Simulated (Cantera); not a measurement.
A Cantera script and its output.

```python
import numpy as np
import cantera as ct

gas = ct.Solution("gri30.yaml")
gas.TPX = 1075, 13332, {'C2H6': 1, 'N2': 3.7}
reactor = ct.IdealGasConstPressureReactor(gas, energy="off", clone=False)
net = ct.ReactorNet([reactor])
net.rtol, net.atol = 1e-08, 1e-18
show = ['C2H6', 'HCN', 'C2H4', 'H', 'C2H']
times = np.geomspace(0.0003, 60, 14)

steps = ct.SolutionArray(gas, extra=["t"])
rows = []
print(f"{'t/s':>10s}{'T/K':>9s}{'P/Pa':>11s}" + "".join(f"{s:>11s}" for s in show))
for t in times:
    while net.time < t:
        t_next = net.step()
        steps.append(gas.state, t=t_next)
    rows.append([np.interp(t, steps.t, y) for y in (steps.T, steps.P, *steps(*show).X.T)])
    print(f"{t:10.3e}{rows[-1][0]:9.1f}{rows[-1][1]:11.4g}" + "".join(f"{x:11.3e}" for x in rows[-1][2:]))
rate = np.gradient(steps.T, steps.t)
print("integrator steps:", len(steps.t))
if steps.T.max() > steps.T[0] + 200:
    print(f"time of steepest temperature rise: {steps.t[rate.argmax()]:.4e} s")
gas.TPX = 1075, 13332, {'C2H6': 1, 'N2': 3.7}
gas.equilibrate("TP")
print(f"equilibrium (TP): T = {gas.T:.1f} K  " + "  ".join(f"{s} {gas[s].X[0]:.3e}" for s in show))
```

Output:

```
       t/s      T/K       P/Pa       C2H6        HCN       C2H4          H        C2H
 3.000e-04   1075.0  1.333e+04  2.128e-01  4.105e-20  3.074e-07  4.619e-09  4.428e-24
 7.672e-04   1075.0  1.333e+04  2.128e-01  5.395e-18  3.945e-06  2.154e-08  7.864e-21
 1.962e-03   1075.0  1.333e+04  2.127e-01  3.009e-16  3.954e-05  7.477e-08  6.320e-18
 5.017e-03   1075.0  1.333e+04  2.124e-01  3.547e-15  3.033e-04  1.978e-07  6.453e-16
 1.283e-02   1075.0  1.333e+04  2.105e-01  2.271e-14  1.787e-03  3.795e-07  8.572e-15
 3.281e-02   1075.0  1.333e+04  2.039e-01  6.147e-14  7.019e-03  4.473e-07  3.928e-14
 8.390e-02   1075.0  1.333e+04  1.873e-01  9.411e-14  2.017e-02  4.710e-07  1.058e-13
 2.145e-01   1075.0  1.333e+04  1.499e-01  1.213e-13  4.954e-02  5.237e-07  2.429e-13
 5.486e-01   1075.0  1.333e+04  8.306e-02  1.432e-13  1.010e-01  6.228e-07  5.533e-13
 1.403e+00   1075.0  1.333e+04  2.013e-02  1.608e-13  1.457e-01  6.252e-07  1.159e-12
 3.588e+00   1075.0  1.333e+04  3.889e-03  1.729e-13  1.500e-01  3.733e-07  1.317e-12
 9.175e+00   1075.0  1.333e+04  2.546e-03  1.865e-13  1.393e-01  3.108e-07  1.806e-12
 2.346e+01   1075.0  1.333e+04  2.304e-03  2.148e-13  1.232e-01  2.902e-07  2.538e-12
 6.000e+01   1075.0  1.333e+04  2.023e-03  2.726e-13  1.098e-01  2.455e-07  2.694e-12
integrator steps: 1293
equilibrium (TP): T = 1075.0 K  C2H6 1.879e-04  HCN 4.528e-02  C2H4 3.022e-02  H 9.729e-09  C2H 2.849e-13
```

Detailed kinetics in Cantera: GRI-Mech 3.0 (53 species, 325 reactions). GRI-Mech 3.0 stops at C3 and has no aromatics, soot or wall deposition, so with more carbon than oxygen in the feed, carbon stays in small species such as C2H2 where larger ones or solid carbon would form.
